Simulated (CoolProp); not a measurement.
Vapour-liquid equilibrium of R13 (1) + isobutane (2) at 206.6 K; x and y are mole fractions of (1).

The numbers come from the multi-fluid Helmholtz-energy mixture model, Platzer 1990 and Bücker 2006; pair parameters Bell 2016 in CoolProp. This equation is an older, rougher fit; its heat capacities, sound speeds and derivatives of the liquid may be far off and weren't checked against measurements.

```
x      bubble pressure (MPa)  y at the bubble point  dew pressure at overall composition x (MPa)  liquid density (mol/L)
-----  ---------------------  ---------------------  -------------------------------------------  ----------------------
0.05                 0.02717                  0.785                                     0.006370                   11.32
0.125                0.05410                  0.898                                     0.006910                   11.51
0.2                  0.07617                  0.931                                     0.007551                   11.69
0.275                0.09432                  0.948                                     0.008323                   11.89
0.35                  0.1094                  0.957                                     0.009270                   12.08
0.425                 0.1223                  0.964                                      0.01046                   12.28
0.5                   0.1337                  0.969                                      0.01200                   12.48
0.575                 0.1441                  0.974                                      0.01407                   12.69
0.65                  0.1542                  0.978                                      0.01700                   12.90
0.725                 0.1644                  0.982                                      0.02148                   13.12
0.8                   0.1752                  0.986                                      0.02913                   13.35
0.875                 0.1871                  0.991                                      0.04517                   13.59
0.95                  0.2004                  0.996                                      0.09780                   13.83
```

No azeotrope shows between x = 0.05 and 0.95.

The pair parameters rest on a limited set of measurements; away from them the model extrapolates. With so large a gap from Raoult's law the liquid may split in two, which this calculation doesn't test in full.
